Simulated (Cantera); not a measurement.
A Cantera script and what it prints.

```python
import numpy as np
import cantera as ct

gas_names = """
    HCL H2 FeCL2
""".split()
cond_names = """
    Fe(OH)2(s) Fe(OH)3(s)
""".split()


# ... load() reads the species with a 1 bar reference pressure and builds the phases ...
species = {s.name: s for s in load("nasa_gas.yaml", gas_names) + load("nasa_condensed.yaml", cond_names)}
# Each term lists the table entries of one substance; the one whose range holds T is used.
reactions = {
    '2 HCl(g) + 3 Fe(OH)2 = H2(g) + FeCl2(g) + 2 Fe(OH)3':
        [(-2, ['HCL']), (-3, ['Fe(OH)2(s)']), (1, ['H2']), (1, ['FeCL2']), (2, ['Fe(OH)3(s)'])],
}


def pick(names, T):
    return next(species[n] for n in names if species[n].thermo.min_temp <= T <= species[n].thermo.max_temp)


results = []
for label, terms in reactions.items():
    print(label)
    print("     T/K   dH/kJ  dS/(J/K)   dG/kJ   log10 K")
    for T in [498, 648, 798, 948, 1098, 1248, 1398]:
        used = [(nu, pick(names, T)) for nu, names in terms]
        dH = sum(nu * s.thermo.h(T) for nu, s in used) / 1e6
        dS = sum(nu * s.thermo.s(T) for nu, s in used) / 1e3
        dG = dH - T * dS / 1e3
        logK = -dG * 1e6 / (ct.gas_constant * T * np.log(10))
        results.append((label, T, dH, dS, dG, logK, [s.name for _, s in used]))
        print(f"{T:8g} {dH:8.1f} {dS:8.1f} {dG:8.1f} {logK:8.2f}")
```

It prints:

```
2 HCl(g) + 3 Fe(OH)2 = H2(g) + FeCl2(g) + 2 Fe(OH)3
     T/K   dH/kJ  dS/(J/K)   dG/kJ   log10 K
     498     92.1    -20.4    102.3   -10.73
     648     88.5    -26.8    105.9    -8.54
     798     85.8    -30.6    110.2    -7.21
     948     83.5    -33.3    115.0    -6.34
    1098     81.9    -34.8    120.1    -5.72
    1248     81.2    -35.5    125.4    -5.25
    1398     81.1    -35.5    130.8    -4.89
```

Standard-state values (1 bar) from the NASA 1993 polynomials, evaluated with Cantera. Condensed species are held in their standard states even where they would react or evaporate.
